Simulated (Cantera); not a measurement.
Input: 1 mol Si, 0.19 mol Br₂, 2 mol N₂, held at 1075 K and 7.60 bar.

Method: chemical equilibrium by Gibbs-energy minimisation in Cantera with the NASA 1993 tables (ideal gas, pure condensed phases). Candidate condensed phases: Br₂, Si, Si₃N₄; 13 gas species. N₂ is the only nitrogen source here; it is nearly inert below about 1500 K, so the nitride shown seldom forms there in practice. Kinetics and transport are ignored.

Base state: N₂ 0.936, SiBr₄ 0.0637 (mole fractions); condensed: Si₃N₄(s).

Problem. What changes in the equilibrium state with this change: Br₂ from 0.19 to 0.037 mol?

Solution. 
```json
[
 {"species": "N₂", "before": "0.936", "after": "0.986"},
 {"species": "SiBr₄", "before": "0.0637", "after": "0.0136"},
 {"species": "Si₃N₄(s), mol", "before": "0.302", "after": "0.327"}
]
```
